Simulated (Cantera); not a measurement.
# Silicon oxide and oxynitride deposition: Si₂H₆ + O₂ + H₂ + NO

Input: 1 mol Si₂H₆, 0.26 mol O₂, a varied amount of H₂, 7.7 mol NO, at 1248 K and 16.0 Pa.

These are equilibrium values from Cantera (NASA tables, ideal gas, pure condensed phases), not measurements of a reactor. Candidate condensed phases: H₂O, Si, SiO₂, Si₂N₂O, Si₃N₄; 35 gas species. The feed counts by its element totals alone. The tables hold silica as quartz up to 1696 K and as liquid above; real silica turns to tridymite and cristobalite and melts near 1996 K. Kinetics and transport are ignored.

From 8.1 mol H₂ to 71 mol H₂ the condensed part is SiO₂(β-quartz).

```json
[
 {"n(H₂) (mol)": "8.1", "x H₂": "0.460", "x H₂O": "0.282", "x N₂": "0.258", "x H": "2.50e-5", "x OH": "1.57e-7", "x SiO": "2.61e-9", "x NH₃": "3.90e-9", "n SiO₂(β-quartz)": "2.00"},
 {"n(H₂) (mol)": "17", "x H₂": "0.662", "x H₂O": "0.177", "x N₂": "0.161", "x H": "3.00e-5", "x OH": "8.20e-8", "x SiO": "5.99e-9", "x NH₃": "5.33e-9", "n SiO₂(β-quartz)": "2.00"},
 {"n(H₂) (mol)": "26", "x H₂": "0.754", "x H₂O": "0.128", "x N₂": "0.117", "x H": "3.21e-5", "x OH": "5.58e-8", "x SiO": "9.41e-9", "x NH₃": "5.53e-9", "n SiO₂(β-quartz)": "2.00"},
 {"n(H₂) (mol)": "35", "x H₂": "0.807", "x H₂O": "0.101", "x N₂": "0.0920", "x H": "3.32e-5", "x OH": "4.23e-8", "x SiO": "1.28e-8", "x NH₃": "5.42e-9", "n SiO₂(β-quartz)": "2.00"},
 {"n(H₂) (mol)": "44", "x H₂": "0.841", "x H₂O": "0.0830", "x N₂": "0.0757", "x H": "3.39e-5", "x OH": "3.41e-8", "x SiO": "1.62e-8", "x NH₃": "5.23e-9", "n SiO₂(β-quartz)": "2.00"},
 {"n(H₂) (mol)": "53", "x H₂": "0.865", "x H₂O": "0.0705", "x N₂": "0.0643", "x H": "3.43e-5", "x OH": "2.86e-8", "x SiO": "1.97e-8", "x NH₃": "5.03e-9", "n SiO₂(β-quartz)": "2.00"},
 {"n(H₂) (mol)": "62", "x H₂": "0.883", "x H₂O": "0.0613", "x N₂": "0.0559", "x H": "3.47e-5", "x OH": "2.46e-8", "x SiO": "2.31e-8", "x NH₃": "4.83e-9", "n SiO₂(β-quartz)": "2.00"},
 {"n(H₂) (mol)": "71", "x H₂": "0.896", "x H₂O": "0.0542", "x N₂": "0.0495", "x H": "3.50e-5", "x OH": "2.16e-8", "x SiO": "2.65e-8", "x NH₃": "4.65e-9", "n SiO₂(β-quartz)": "2.00"}
]
```
x: gas mole fraction; n: condensed amount in mol.
